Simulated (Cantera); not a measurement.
## Equilibrium for silicon carbide growth: SiH₄ + C₂H₄ + H₂

A closed system holds: 1 mol SiH₄, 0.97 mol C₂H₄, 1 mol H₂, held at 75.0 Torr.

Cantera equilibrium calculation (NASA polynomials, part measured and part estimated; ideal gas, pure solids and liquids). Candidate condensed phases: C, C₆H₆, C₇H₈, C₈H₁₈, Si, SiC; 87 gas species. Gases not in the tables: Si₂H₆ and higher silanes. Kinetics and transport are ignored.

| T (°C) | x H₂ | x H | x Si | x C₂H₂ (acetylene) | x SiC₂ | n C(graphite) | n SiC(s) |
|---|---|---|---|---|---|---|---|
| 1352 | 1.000 | 0.000223 | 1.86e-8 | 3.55e-5 | 8.71e-11 | 0.939 | 1.000 |
| 1427 | 0.999 | 0.000466 | 1.01e-7 | 7.34e-5 | 7.90e-10 | 0.939 | 1.000 |
| 1502 | 0.999 | 0.000915 | 4.71e-7 | 0.000142 | 5.92e-9 | 0.938 | 1.000 |
| 1577 | 0.998 | 0.00170 | 1.94e-6 | 0.000261 | 3.76e-8 | 0.937 | 1.000 |
| 1652 | 0.996 | 0.00302 | 7.15e-6 | 0.000456 | 2.06e-7 | 0.935 | 1.000 |
| 1727 | 0.994 | 0.00513 | 2.39e-5 | 0.000764 | 9.88e-7 | 0.932 | 1.000 |
| 1802 | 0.990 | 0.00838 | 7.30e-5 | 0.00123 | 4.23e-6 | 0.928 | 0.999 |
| 1877 | 0.985 | 0.0132 | 0.000206 | 0.00191 | 1.63e-5 | 0.922 | 0.999 |
| 1952 | 0.976 | 0.0202 | 0.000542 | 0.00286 | 5.72e-5 | 0.914 | 0.996 |
| 2027 | 0.964 | 0.0300 | 0.00134 | 0.00417 | 0.000185 | 0.905 | 0.990 |
| 2102 | 0.946 | 0.0434 | 0.00312 | 0.00588 | 0.000552 | 0.897 | 0.976 |
| 2177 | 0.921 | 0.0610 | 0.00689 | 0.00803 | 0.00154 | 0.892 | 0.943 |
| 2252 | 0.884 | 0.0833 | 0.0145 | 0.0106 | 0.00404 | 0.901 | 0.871 |
| 2327 | 0.829 | 0.110 | 0.0293 | 0.0134 | 0.01000 | 0.939 | 0.710 |
x: gas mole fraction; n: condensed amount in mol.

From 1352 °C to 2327 °C the condensed part is C(graphite) + SiC(s). The main Si-bearing gas is SiH₂ at 1352 °C and Si at 2327 °C.
